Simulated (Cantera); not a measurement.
Si2H6 + Cl2 + H2 + HCl (silicon epitaxy and polysilicon growth)

A closed system holds: 1 mol Si2H6, 0.0034 mol Cl2, 12 mol H2, 0.34 mol HCl, held at 1550 K and 0.0210 bar.

These are equilibrium values from Cantera (NASA tables, ideal gas, pure condensed phases), not measurements of a reactor. Candidate condensed phases: Si; 19 gas species. The feed counts by its element totals alone. The numbers say what is thermodynamically allowed, not how fast it happens.

```yaml
x(H2): 0.979
x(HCl): 0.0199
x(SiCl2): 0.00135
x(H): 0.000215
x(SiCl3): 7.15e-6
x(Cl): 3.49e-6
x(SiH2): 2.73e-6
x(SiCl): 2.23e-6
x(Si): 1.58e-6
n(Si(s)): 1.98 mol
gas_amount: 15.35 mol
```
